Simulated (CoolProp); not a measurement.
R22 along the isotherm 121.55 °C: density (kg/m³) from the reference equation and from simpler models built on Tc = 96.1 °C, pc = 4990 kPa, ω = 0.221; each cubic takes its own stable root.

Computed with CoolProp (reference Helmholtz-energy equation of state, Kamei 1995).

| p (kPa) | phase | reference |
|---|---|---|
| 158 | gas | 4.200 |
| 324 | gas | 8.693 |
| 665 | gas | 18.20 |
| 1370 | gas | 39.19 |
| 2810 | gas | 89.51 |
| 5760 | supercritical | 264.9 |
| 11800 | supercritical | 820.9 |
| 24300 | supercritical | 1002 |
| 49900 | supercritical | 1142 |

**Question.** How far does each simpler model (ideal gas, van der Waals, Redlich-Kwong, Soave-Redlich-Kwong) lie from the reference over these 9 states: mean and median of the absolute difference, and the worst?

**Answer.** 
- ideal gas: mean 20.8 %, median 15.1 %, worst -62.1 % at 121.55 °C and 11800 kPa
- van der Waals: mean 9.2 %, median 1.2 %, worst -26.7 % at 121.55 °C and 49900 kPa
- Redlich-Kwong: mean 3.1 %, median 0.3 %, worst -11.7 % at 121.55 °C and 11800 kPa
- Soave-Redlich-Kwong: mean 3.8 %, median 0.4 %, worst -14.7 % at 121.55 °C and 11800 kPa
